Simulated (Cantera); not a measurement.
Premixed flame

A freely propagating, adiabatic, planar premixed flame of 27.0 % H₂, 13.5 % O₂, 59.5 % N₂, unburnt at 300 K and 0.444 atm; mixture-averaged transport, grid criteria slope 0.08 and curve 0.16, no radiation.

Model: the H2/O2 subset of GRI-Mech 3.0, which has no nitrogen chemistry, integrated in Cantera. Burning velocities carry a grid error of a few per cent, more on coarse grids.

```
z (mm)  T (K)  u (m/s)    x H₂    x O₂      x H      x O     x H₂O      x OH
------  -----  -------  ------  ------  -------  -------  --------  --------
-3.05     300     1.88   0.270   0.135    <1e-8    <1e-8     <1e-8     <1e-8
-2.03     300     1.88   0.270   0.135    <1e-8    <1e-8     <1e-8     <1e-8
-1.52     300     1.88   0.270   0.135    <1e-8    <1e-8     <1e-8     <1e-8
-1.02     300     1.88   0.270   0.135    <1e-8    <1e-8   1.51e-7     <1e-8
-0.508    308     1.92   0.265   0.136  1.02e-7  2.82e-7  0.000120   1.52e-6
-0.254    516     3.12   0.232   0.134  0.00132  6.56e-5    0.0139  0.000764
0         976     5.71   0.154   0.108   0.0189  0.00192    0.0804   0.00131
0.254    1302     7.52  0.0728  0.0569   0.0406  0.00703     0.174   0.00460
0.508    1468     8.43  0.0426  0.0324   0.0441  0.00865     0.216   0.00743
1.02     1624     9.26  0.0360  0.0240   0.0355  0.00801     0.232   0.00974
2.03     1775     10.0  0.0340  0.0201   0.0247  0.00628     0.243    0.0110
4.07     1913     10.7  0.0301  0.0164   0.0157  0.00438     0.255    0.0112
8.13     2029     11.3  0.0248  0.0129  0.00909  0.00275     0.267    0.0103
```
x: mole fraction of selected species; z is measured from the peak of heat release.

```json
{
  "laminar_burning_velocity": "188 cm/s",
  "thermal_thickness": "1.02 mm",
  "peak x(H)": "0.0445",
  "peak x(O)": "0.00869",
  "peak x(OH)": "0.0113",
  "grid_points": "115"
}
```
